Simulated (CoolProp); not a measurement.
Properties of octamethylcyclotetrasiloxane (D4) along the isobar 1020 kPa (Tc = 586.5 K, pc = 1347 kPa, ω = 0.598).

The numbers come from the reference Helmholtz-energy equation of state, Thol 2015 in CoolProp.

```csv
T (K),phase,cp (kJ/(kg K)),speed of sound (m/s),isothermal compressibility (1/MPa),expansivity (1/kK)
315.6,liquid,1.699,865.3,0.001729,1.220
337.3,liquid,1.739,796.3,0.002081,1.268
359.1,liquid,1.783,729.6,0.002531,1.327
380.8,liquid,1.830,665.7,0.003110,1.400
402.5,liquid,1.879,604.0,0.003873,1.489
424.3,liquid,1.930,543.9,0.004913,1.601
446,liquid,1.983,485.5,0.006366,1.747
467.8,liquid,2.038,427.8,0.008517,1.946
489.5,liquid,2.096,370.3,0.01189,2.228
511.3,liquid,2.163,311.4,0.01780,2.673
533,liquid,2.248,249.4,0.03002,3.479
554.8,liquid,2.399,177.9,0.06737,5.547
576.5,gas,2.314,72.46,2.113,11.27
598.3,gas,2.182,88.92,1.562,6.284
620,gas,2.162,99.41,1.369,4.590
```
